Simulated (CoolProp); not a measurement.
Vapour-liquid equilibrium of R125 (1) + dimethyl ether (2) at 1.33 MPa; x and y are mole fractions of (1).

Computed with CoolProp (multi-fluid Helmholtz-energy mixture model, Lemmon 2005 and Wu 2011; pair parameters Bell 2016).

```
x     bubble temperature (°C)  y at the bubble point  dew temperature at overall composition x (°C)  liquid density (mol/L)
----  -----------------------  ---------------------  ---------------------------------------------  ----------------------
0.05                        ?                  0.066                                           55.6                   12.99
0.15                     53.4                  0.196                                           54.1                   12.64
0.25                        ?                  0.325                                           52.5                   12.32
0.35                     48.4                  0.452                                           50.6                   12.01
0.45                     45.3                  0.572                                           48.4                   11.71
0.55                     41.8                  0.684                                           45.9                   11.42
0.65                     37.9                  0.784                                           42.9                   11.13
0.75                     33.8                  0.867                                           39.3                   10.84
0.85                     29.6                  0.933                                           34.7                   10.53
0.95                     25.5                      ?                                           28.3                       ?
```

Q: Some entries are withheld; supply them.

A: 
- 0.05, bubble temperature (°C): 55.4
- 0.25, bubble temperature (°C): 51.1
- 0.95, y at the bubble point: 0.982
- 0.95, liquid density (mol/L): 10.17

No azeotrope shows between x = 0.05 and 0.95.

Pair parameters are fitted to limited data, so mixtures are less certain than the pure fluids.
